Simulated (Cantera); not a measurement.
Charge: 1 mol Fe₃O₄, 1.9 mol CH₄, 0.34 mol H₂, held at 1.00 Torr.

Cantera equilibrium calculation (NASA polynomials, part measured and part estimated; ideal gas, pure solids and liquids). Candidate condensed phases: C, C₆H₆, C₇H₈, C₈H₁₈, Fe, Fe(CO)₅, FeO, Fe(OH)₂, Fe(OH)₃, Fe₂O₃, Fe₃O₄, H₂O; 114 gas species. Mutual solubility and eutectic melting of coexisting phases are not modelled. The tables' stoichiometric FeO is somewhat more stable than real wüstite, so its field is too wide. FeO: taken at fixed stoichiometry. The numbers say what is thermodynamically allowed, not how fast it happens.

### Question
Which condensed phases are stable at each of these points (T (K)): 950, 1050, 1150, 1250, 1350, 1450, 1550?

### Answer
```json
[
 {"T (K)": "950", "condensed phases": "Fe(α) + FeO(s)", "Fe condensed (%)": "100.0"},
 {"T (K)": "1050", "condensed phases": "Fe(α) + FeO(s)", "Fe condensed (%)": "100.0"},
 {"T (K)": "1150", "condensed phases": "Fe(α) + FeO(s)", "Fe condensed (%)": "100.0"},
 {"T (K)": "1250", "condensed phases": "Fe(γ) + FeO(s)", "Fe condensed (%)": "100.0"},
 {"T (K)": "1350", "condensed phases": "Fe(γ) + FeO(s)", "Fe condensed (%)": "100.0"},
 {"T (K)": "1450", "condensed phases": "Fe(γ) + FeO(s)", "Fe condensed (%)": "100.0"},
 {"T (K)": "1550", "condensed phases": "Fe(γ) + FeO(s)", "Fe condensed (%)": "99.9"}
]
```

From 950 K to 1150 K the condensed part is Fe(α) + FeO(s). From 1250 K to 1550 K the condensed part is Fe(γ) + FeO(s).
